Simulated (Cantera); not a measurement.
A Cantera script and what it prints.

```python
import numpy as np
import cantera as ct

gas_names = """
    AL ALCL ALCL2 ALCL3 ALH AL2 AL2CL6 CL CL2 H HCL H2
""".split()
cond_names = """
    AL(cr) AL(L) ALCL3(s) ALCL3(L)
""".split()


def load(file, names, dense=False):
    # The tables refer to 1 bar. Condensed volumes are neglected.
    table = {s.name: s for s in ct.Species.list_from_file(file)}
    out = []
    for n in names:
        d = dict(table[n].input_data)
        d["thermo"] = dict(d["thermo"], **{"reference-pressure": 1e5})
        if dense:
            d["equation-of-state"] = {"model": "constant-volume", "density": "1e6 g/cm^3"}
        out.append(ct.Species.from_dict(d))
    return out


gas = ct.Solution(thermo="ideal-gas", species=load("nasa_gas.yaml", gas_names))
cond = {s.name: ct.Solution(thermo="fixed-stoichiometry", species=[s], name=s.name)
        for s in load("nasa_condensed.yaml", cond_names, dense=True)}
atoms = {
    'Al': {'AL': 1},
    'Cl2': {'CL': 2},
    'H2': {'H': 2},
}
top_T = {}  # K; cautious upper limits of use, not melting points


def equilibrate(T, P, feed):
    n = {}
    for name, mol in feed.items():
        for a, k in atoms[name].items():
            n[a] = n.get(a, 0.0) + k * mol
    gas.TPX = T, P, n
    mass = sum(n.values()) * gas.mean_molecular_weight
    gas.equilibrate("TP")
    valid = [c for c in cond.values() if c.min_temp <= T <= top_T.get(c.name, c.max_temp)]
    mix = ct.Mixture([(gas, mass / gas.mean_molecular_weight)] + [(c, 0.0) for c in valid])
    mix.T, mix.P = T, P
    mix.equilibrate("TP", solver="vcs", rtol=1e-11, max_steps=5000)
    return mix


results = []
feed = {'Al': 1, 'Cl2': 0.014, 'H2': 1.9}  # mol
T = 1300  # K
P = 160000  # Pa
mix = equilibrate(T, P, feed)
results.append((T, P, feed, dict(zip(mix.species_names, mix.species_moles))))
x = sorted(zip(gas.X, gas.species_names), reverse=True)
print(f"T = {T:g} K  P = {P:g} Pa  gas = {mix.phase_moles(0):.4g} mol")
print("   x: " + "  ".join(f"{s} {v:.3e}" for v, s in x if v > 1e-05))
print("   condensed (mol): " + ("  ".join(f"{mix.phase(i).name} {mix.phase_moles(i):.4g}"
      for i in range(1, mix.n_phases) if mix.phase_moles(i) > 1e-12) or "none"))
```

Result:

```
T = 1300 K  P = 160000 Pa  gas = 1.925 mol
   x: H2 9.872e-01  ALCL 1.154e-02  ALCL2 5.912e-04  ALCL3 5.635e-04  HCL 1.311e-04
   condensed (mol): AL(L) 0.9756
```

Equilibrium computed with Cantera from the NASA thermochemical tables; the gas is ideal and each condensed phase is pure. The tables' values for AlCl2 are old estimates; treat these amounts as uncertain.
